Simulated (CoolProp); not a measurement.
A Linde-Hampson liquefier for oxygen: isothermal reversible compression at 300 K from 1 atm to 15 MPa, throttling to 1 atm, return gas leaving the recuperator 2 K below the feed. Each further row changes one setting.

Values from CoolProp's reference Helmholtz-energy equation of state, Schmidt 1985.

```csv
case,liquid yield per pass,compression work (kJ/kg of gas)
as stated,___,384
high pressure 30 MPa,___,435
warm-end temperature 330 K,___,___
warm-end gap 7 K,___,384
```

Question: Some entries are withheld; supply them.

Answer: 
- as stated, liquid yield per pass: 0.079
- high pressure 30 MPa, liquid yield per pass: 0.133
- warm-end temperature 330 K, liquid yield per pass: 0.059
- warm-end temperature 330 K, compression work (kJ/kg of gas): 425
- warm-end gap 7 K, liquid yield per pass: 0.068

Above 300 K oxygen's equation is extrapolated.
